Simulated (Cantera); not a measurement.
A closed system holds: 1 mol HBr, 0.04 mol O2, 7.5 mol N2, held at 1400 K and 1.00 bar.

Method: chemical equilibrium by Gibbs-energy minimisation in Cantera with the NASA 1993 tables (ideal gas, pure condensed phases). Candidate condensed phases: Br2, H2O; 27 gas species. The numbers say what is thermodynamically allowed, not how fast it happens.

Base state: N2 0.878, HBr 0.0982, Br 0.0107, H2O 0.00936, Br2 0.00403, H2 4.49e-5 (mole fractions); condensed: gas only.

What changes in the equilibrium state with this change: temperature from 1400 K to 1500 K?


```
species   before     after
-------  -------  --------
N2         0.878     0.876
HBr       0.0982    0.0978
Br        0.0107    0.0144
Br2      0.00403   0.00231
H2       4.49e-5  0.000145
H2O      0.00936   0.00934
```

What changes in the equilibrium state with this change: 0.054 mol NH3 added?


| species | before | after |
|---|---|---|
| N2 | 0.878 | 0.873 |
| HBr | 0.0982 | 0.113 |
| H2O | 0.00936 | 0.00928 |
| Br | 0.0107 | 0.00222 |
| H2 | 4.49e-5 | 0.00140 |
| Br2 | 0.00403 | 0.000172 |

What changes in the equilibrium state with this change: N2 from 7.5 to 22 mol?


```
species   before     after
-------  -------  --------
N2         0.878     0.954
HBr       0.0982    0.0364
Br        0.0107   0.00514
H2O      0.00936   0.00347
Br2      0.00403  0.000924
H2       4.49e-5   2.69e-5
```
